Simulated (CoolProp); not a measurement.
Oxygen along the isobar 22.3 MPa: density (kg/m³) from the reference equation and from simpler models built on Tc = 154.6 K, pc = 5.046 MPa, ω = 0.022; each cubic takes its own stable root.

The numbers come from the reference Helmholtz-energy equation of state, Schmidt 1985 in CoolProp. Above 300 K oxygen's equation is extrapolated.

```tsv
T (K)	phase	reference
138.6	liquid	967.9
179.2	supercritical	743.9
219.8	supercritical	513.5
260.5	supercritical	373.7
301.1	supercritical	298.0
341.7	supercritical	251.1
382.3	supercritical	218.6
422.9	supercritical	194.5
463.5	supercritical	175.7
```

### Question
How far does each simpler model (van der Waals, Redlich-Kwong, Peng-Robinson) lie from the reference over these 9 states: mean and median of the absolute difference, and the worst?

### Answer
- van der Waals: mean 8.0 %, median 4.4 %, worst -25.3 % at 138.6 K and 22.3 MPa
- Redlich-Kwong: mean 1.6 %, median 1.5 %, worst -3.7 % at 179.2 K and 22.3 MPa
- Peng-Robinson: mean 3.4 %, median 2.3 %, worst +11.0 % at 138.6 K and 22.3 MPa
